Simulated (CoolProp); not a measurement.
Properties of trans-2-butene along the isobar 114 kPa (Tc = 428.6 K, pc = 4019 kPa, ω = 0.210).

Computed with CoolProp (reference Helmholtz-energy equation of state, Lemmon 2005). It is a short technical equation, of lower accuracy than the large ones.

```json
[
 {"T (K)": "406.2", "phase": "gas", "density (kg/m³)": "1.917", "Joule-Thomson coefficient (K/MPa)": "10.53", "isothermal compressibility (1/MPa)": "8.878", "fugacity coefficient": "0.9883"},
 {"T (K)": "414.7", "phase": "gas", "density (kg/m³)": "1.876", "Joule-Thomson coefficient (K/MPa)": "9.874", "isothermal compressibility (1/MPa)": "8.871", "fugacity coefficient": "0.9891"},
 {"T (K)": "423.2", "phase": "gas", "density (kg/m³)": "1.837", "Joule-Thomson coefficient (K/MPa)": "9.277", "isothermal compressibility (1/MPa)": "8.864", "fugacity coefficient": "0.9898"},
 {"T (K)": "431.7", "phase": "gas", "density (kg/m³)": "1.799", "Joule-Thomson coefficient (K/MPa)": "8.733", "isothermal compressibility (1/MPa)": "8.858", "fugacity coefficient": "0.9904"},
 {"T (K)": "440.2", "phase": "gas", "density (kg/m³)": "1.764", "Joule-Thomson coefficient (K/MPa)": "8.238", "isothermal compressibility (1/MPa)": "8.853", "fugacity coefficient": "0.9910"},
 {"T (K)": "448.7", "phase": "gas", "density (kg/m³)": "1.729", "Joule-Thomson coefficient (K/MPa)": "7.784", "isothermal compressibility (1/MPa)": "8.848", "fugacity coefficient": "0.9916"},
 {"T (K)": "457.1", "phase": "gas", "density (kg/m³)": "1.697", "Joule-Thomson coefficient (K/MPa)": "7.373", "isothermal compressibility (1/MPa)": "8.843", "fugacity coefficient": "0.9921"},
 {"T (K)": "465.6", "phase": "gas", "density (kg/m³)": "1.665", "Joule-Thomson coefficient (K/MPa)": "6.990", "isothermal compressibility (1/MPa)": "8.839", "fugacity coefficient": "0.9925"},
 {"T (K)": "474.1", "phase": "gas", "density (kg/m³)": "1.634", "Joule-Thomson coefficient (K/MPa)": "6.637", "isothermal compressibility (1/MPa)": "8.835", "fugacity coefficient": "0.9930"},
 {"T (K)": "482.6", "phase": "gas", "density (kg/m³)": "1.605", "Joule-Thomson coefficient (K/MPa)": "6.311", "isothermal compressibility (1/MPa)": "8.831", "fugacity coefficient": "0.9934"},
 {"T (K)": "491.1", "phase": "gas", "density (kg/m³)": "1.576", "Joule-Thomson coefficient (K/MPa)": "6.009", "isothermal compressibility (1/MPa)": "8.828", "fugacity coefficient": "0.9937"},
 {"T (K)": "499.6", "phase": "gas", "density (kg/m³)": "1.549", "Joule-Thomson coefficient (K/MPa)": "5.729", "isothermal compressibility (1/MPa)": "8.824", "fugacity coefficient": "0.9941"},
 {"T (K)": "508", "phase": "gas", "density (kg/m³)": "1.523", "Joule-Thomson coefficient (K/MPa)": "5.472", "isothermal compressibility (1/MPa)": "8.821", "fugacity coefficient": "0.9944"},
 {"T (K)": "516.5", "phase": "gas", "density (kg/m³)": "1.497", "Joule-Thomson coefficient (K/MPa)": "5.229", "isothermal compressibility (1/MPa)": "8.819", "fugacity coefficient": "0.9947"},
 {"T (K)": "525", "phase": "gas", "density (kg/m³)": "1.473", "Joule-Thomson coefficient (K/MPa)": "5.002", "isothermal compressibility (1/MPa)": "8.816", "fugacity coefficient": "0.9950"}
]
```
